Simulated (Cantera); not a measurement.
Cantera run:

```python
import numpy as np
import cantera as ct

gas_names = [...]  # 151 gases of nasa_gas.yaml made of C, H, N, O, Si
cond_names = """
    C(gr) C6H6(L) C7H8(L) C8H18(L),n-octa H2O(s) H2O(L) Si(cr) Si(L) SiC(b) SiO2(Lqz) SiO2(hqz) SiO2(L)
    Si2N2O(s) Si3N4(a)
""".split()


# ... load() reads the species with a 1 bar reference pressure and builds the phases ...
atoms = {
    'SiC': {'Si': 1, 'C': 1},
    'N2O': {'N': 2, 'O': 1},
    'H2': {'H': 2},
}
top_T = {'C(gr)': 4500, 'SiC(b)': 3050, 'Si2N2O(s)': 2100, 'Si3N4(a)': 2400}  # K; cautious upper limits of use, not melting points


# ... equilibrate(T, P, feed) seeds the gas with the atoms and calls Mixture.equilibrate('TP', solver="vcs", rtol=1e-11, max_steps=5000) ...
results = []
feed = {'SiC': 1, 'N2O': 0.37, 'H2': 2.5}  # mol
P = 13332.2  # Pa
for T in [925, 1000, 1075, 1150, 1225, 1300, 1375, 1450]:
    mix = equilibrate(T, P, feed)
    results.append((T, P, feed, dict(zip(mix.species_names, mix.species_moles))))

top = {s: max(r[3][s] / sum(r[3][g] for g in gas_names) for r in results) for s in gas_names}
cols = sorted((s for s in top if top[s] > 1e-06), key=lambda s: -top[s])[:9]
seen = [c for c in cond_names if any(r[3].get(c, 0) > 1e-12 for r in results)]
print("log10 of partial pressures in bar; condensed amounts in mol")
print(f"{'T/K':>10s}" + "".join(f"{s[:9]:>10s}" for s in cols + seen))
for T, P, feed, n in results:
    ng = sum(n[g] for g in gas_names)
    print(f"{T:10.4g}" + "".join(f"{np.log10(max(n[s] / ng * P / 1e5, 1e-99)):10.3f}" for s in cols)
          + "".join(f"{n.get(c, 0):10.4g}" for c in seen))
```

It prints:

```
log10 of partial pressures in bar; condensed amounts in mol
       T/K        H2       CH4        CO        N2       HCN         H       SiO C2H2,acet       H2O     C(gr)    SiC(b) Si2N2O(s)
       925    -0.888    -2.420    -9.819   -10.426   -11.506   -10.028   -14.241   -10.784   -10.534    0.6706      0.26      0.37
      1000    -0.881    -2.781    -8.622    -8.728   -10.089    -9.084   -12.706    -9.823    -9.905    0.7093      0.26      0.37
      1075    -0.878    -3.101    -7.422    -7.441    -8.959    -8.272   -11.217    -9.001    -9.198    0.7252      0.26      0.37
      1150    -0.876    -3.384    -6.350    -6.356    -7.995    -7.565    -9.893    -8.289    -8.556    0.7322      0.26      0.37
      1225    -0.876    -3.633    -5.408    -5.411    -7.153    -6.944    -8.731    -7.665    -7.990    0.7354    0.2601    0.3699
      1300    -0.876    -3.856    -4.575    -4.578    -6.411    -6.394    -7.704    -7.115    -7.491    0.7359     0.261    0.3695
      1375    -0.876    -4.056    -3.835    -3.837    -5.751    -5.903    -6.791    -6.626    -7.049    0.7301    0.2655    0.3673
      1450    -0.880    -4.241    -3.174    -3.175    -5.162    -5.464    -5.976    -6.192    -6.656    0.7006    0.2854    0.3573
```

These are equilibrium values from Cantera (NASA tables, ideal gas, pure condensed phases), not measurements of a reactor. Mutual solubility and eutectic melting of coexisting phases are not modelled.
